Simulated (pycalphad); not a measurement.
Phase fields of Sn-Zr as a text map

CALPHAD calculation (pycalphad, COST 507 light-alloy database (1999)), 1 atm. These are 1990s assessments: newer ones move some temperatures and phases.

Columns run from 0.2 at.% Zr, then 2 to 98 at.% in steps of 2, to 99.8 at.%; rows are temperatures in °C.

```
 1727 aaaaaaaaaaaaaaaaaaaaaaabbbbbbbbbbbbbbbbbaaaaaaacddd
 1677 aaaaaaaaaaaaaaaaaaaaaabbbbbbbbbbbbbbbbbbbaaaaacdddd
 1627 aaaaaaaaaaaaaaaaaaaaabbbbbbbbbbbbbbbbbbbbaaacdddddd
 1577 aaaaaaaaaaaaaaaaaaabbbbbbbbbbbbbeeeeeeeeeeedddddddd
 1527 aaaaaaaaaaaaaaaaaabbbbbbbbbbbbbbeeeeeeeeeeedddddddd
 1477 aaaaaaaaaaaaaaaaabbbbbbbbbbbbbbbeeeeeeeeeeeeddddddd
 1427 aaaaaaaaaaaaaaaabbbbbbbbbbbbbbbbeeeeeeeeeeeeddddddd
 1377 aaaaaaaaaaaaaaabbbbbbbbbbbbbbbbbeeeeeeeeeeeeedddddd
 1327 aaaaaaaaaaaaabbbbbbbbbbbbbbbbbbbeeeeeeeeeeeeedddddd
 1277 aaaaaaaaaaaabbbbbbbbbbbbbbbbbbbbffffffff?gggggddddd
 1227 aaaaaaaaaaabbbbbbbbbbbbbbbbbbbbbffffffff?gggggddddd
 1177 aaaaaaaaaabbbbbbbbbbbbbbbbbbbbbbffffffff?ggggggdddd
 1127 aaaaaaaahhhhhhhhhiiiiiiiiiiiiiiiffffffff?gggggggddd
 1077 aaaaaaahhhhhhhhhhiiiiiiiiiiiiiiiffffffff?gggggggddd
 1027 aaaaaahhhhhhhhhhhiiiiiiiiiiiiiiiffffffff?ggggggggdd
  977 aaaaahhhhhhhhhhhhiiiiiiiiiiiiiiiffffffff?jjjjjjjkdd
  927 aaaahhhhhhhhhhhhhiiiiiiiiiiiiiiiffffffff?jjjjjjjlkd
  877 aaaahhhhhhhhhhhhhiiiiiiiiiiiiiiiffffffff?jjjjjjjlld
  827 aaahhhhhhhhhhhhhhiiiiiiiiiiiiiiiffffffff?jjjjjjjjll
  777 aaahhhhhhhhhhhhhhiiiiiiiiiiiiiiiffffffff?jjjjjjjjll
  727 aahhhhhhhhhhhhhhhiiiiiiiiiiiiiiiffffffff?jjjjjjjjjl
  677 aahhhhhhhhhhhhhhhiiiiiiiiiiiiiiiffffffff?jjjjjjjjjl
  627 aahhhhhhhhhhhhhhhiiiiiiiiiiiiiiiffffffff?jjjjjjjjjl
  577 aahhhhhhhhhhhhhhhiiiiiiiiiiiiiiiffffffff?jjjjjjjjjl
  527 aahhhhhhhhhhhhhhhiiiiiiiiiiiiiiiffffffff?jjjjjjjjjl
  477 ahhhhhhhhhhhhhhhhiiiiiiiiiiiiiiiffffffff?jjjjjjjjjj
  427 ahhhhhhhhhhhhhhhhiiiiiiiiiiiiiiiffffffff?jjjjjjjjjj
  377 ahhhhhhhhhhhhhhhhiiiiiiiiiiiiiiiffffffff?jjjjjjjjjj
  327 ahhhhhhhhhhhhhhhhiiiiiiiiiiiiiiiffffffff?jjjjjjjjjj
  277 ahhhhhhhhhhhhhhhhiiiiiiiiiiiiiiiffffffff?jjjjjjjjjj
  227 mmmmmmmmmmmmmmmmmiiiiiiiiiiiiiiiffffffff?jjjjjjjjjj
```

Key: a = liquid; b = liquid + SN3ZR5; c = bcc + liquid; d = bcc; e = bcc + SN3ZR5; f = SN3ZR5 + SNZR4; g = bcc + SNZR4; h = liquid + SN2ZR; i = SN2ZR + SN3ZR5; j = hcp + SNZR4; k = bcc + hcp; l = hcp; m = bct (Sn) + SN2ZR.

Database names, with the compositions (at.%) that they take in these runs: SN3ZR5: Zr 62 Sn 38; SNZR4: Zr 80 Sn 20; SN2ZR: Sn 67 Zr 33.
